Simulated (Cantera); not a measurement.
Cantera run, input and output.

```python
import numpy as np
import cantera as ct

gas = ct.Solution("gri30.yaml")
gas.TPX = 1925, 1333, {'CH4': 1, 'H2': 47}
reactor = ct.IdealGasConstPressureReactor(gas, energy="off", clone=False)
net = ct.ReactorNet([reactor])
net.rtol, net.atol = 1e-08, 1e-18
show = ['CH4', 'H2', 'C2H2', 'C2H6', 'CH2']
times = np.geomspace(2e-06, 9, 14)

steps = ct.SolutionArray(gas, extra=["t"])
rows = []
print(f"{'t/s':>10s}{'T/K':>9s}{'P/Pa':>11s}" + "".join(f"{s:>11s}" for s in show))
for t in times:
    while net.time < t:
        t_next = net.step()
        steps.append(gas.state, t=t_next)
    rows.append([np.interp(t, steps.t, y) for y in (steps.T, steps.P, *steps(*show).X.T)])
    print(f"{t:10.3e}{rows[-1][0]:9.1f}{rows[-1][1]:11.4g}" + "".join(f"{x:11.3e}" for x in rows[-1][2:]))
rate = np.gradient(steps.T, steps.t)
print("integrator steps:", len(steps.t))
if steps.T.max() > steps.T[0] + 200:
    print(f"time of steepest temperature rise: {steps.t[rate.argmax()]:.4e} s")
gas.TPX = 1925, 1333, {'CH4': 1, 'H2': 47}
gas.equilibrate("TP")
print(f"equilibrium (TP): T = {gas.T:.1f} K  " + "  ".join(f"{s} {gas[s].X[0]:.3e}" for s in show))
```

Output:

```
       t/s      T/K       P/Pa        CH4         H2       C2H2       C2H6        CH2
 2.000e-06   1925.0       1333  2.083e-02  9.792e-01  5.628e-20  1.544e-16  2.939e-14
 6.499e-06   1925.0       1333  2.083e-02  9.792e-01  4.207e-18  6.099e-15  3.436e-13
 2.112e-05   1925.0       1333  2.083e-02  9.792e-01  6.451e-16  2.569e-13  3.892e-12
 6.861e-05   1925.0       1333  2.083e-02  9.792e-01  1.051e-13  8.787e-12  4.591e-11
 2.229e-04   1925.0       1333  2.082e-02  9.791e-01  1.255e-11  2.059e-10  5.662e-10
 7.244e-04   1925.0       1333  2.078e-02  9.791e-01  1.464e-09  3.423e-09  6.564e-09
 2.354e-03   1925.0       1333  2.067e-02  9.788e-01  1.885e-07  3.946e-08  7.009e-08
 7.648e-03   1925.0       1333  2.025e-02  9.780e-01  2.117e-05  3.207e-07  6.829e-07
 2.485e-02   1925.0       1333  1.777e-02  9.768e-01  8.239e-04  1.145e-06  4.240e-06
 8.074e-02   1925.0       1333  9.221e-03  9.795e-01  5.159e-03  5.097e-07  5.248e-06
 2.624e-01   1925.0       1333  2.560e-03  9.820e-01  8.749e-03  4.945e-08  2.465e-06
 8.525e-01   1925.0       1333  5.463e-04  9.820e-01  9.854e-03  2.682e-09  7.744e-07
 2.770e+00   1925.0       1333  1.280e-04  9.816e-01  1.009e-02  1.618e-10  2.158e-07
 9.000e+00   1925.0       1333  4.312e-05  9.816e-01  1.013e-02  2.103e-11  7.489e-08
integrator steps: 1021
equilibrium (TP): T = 1925.0 K  CH4 3.169e-05  H2 9.816e-01  C2H2 1.014e-02  C2H6 1.262e-11  CH2 5.512e-08
```

Computed with Cantera and GRI-Mech 3.0 (53 species, 325 reactions). GRI-Mech 3.0 stops at C3 and has no aromatics, soot or wall deposition, so with more carbon than oxygen in the feed, carbon stays in small species such as C2H2 where larger ones or solid carbon would form. Radical loss at walls, strong at low pressure, is not modelled.
